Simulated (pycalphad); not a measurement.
Computed with pycalphad from the COST 507 light-alloy database (1999), at 1 atm. The database dates from 1999; later assessments differ in places, in temperatures and in the compounds included.

Question: How does the equilibrium phase assembly of Al-0.84Fe-4.96Si (at.%) change on cooling from 1850 K to 500 K?

Answer: 
| T (K) | phases above | phases below |
|---|---|---|
| 898.3 | liquid | ALFESI_ALPHA + liquid |
| 897.2 | ALFESI_ALPHA + liquid | ALFESI_ALPHA + fcc + liquid |
| 892.6 | ALFESI_ALPHA + fcc + liquid | ALFESI_BETA + fcc + liquid |
| 848.9 | ALFESI_BETA + fcc + liquid | ALFESI_BETA + diamond (Si) + fcc |
Changes were sought between steps of 50 K, so a narrower field can be missed.

Database names, with the compositions (at.%) that they take in these runs: ALFESI_BETA: Al 70 Fe 15 Si 15.
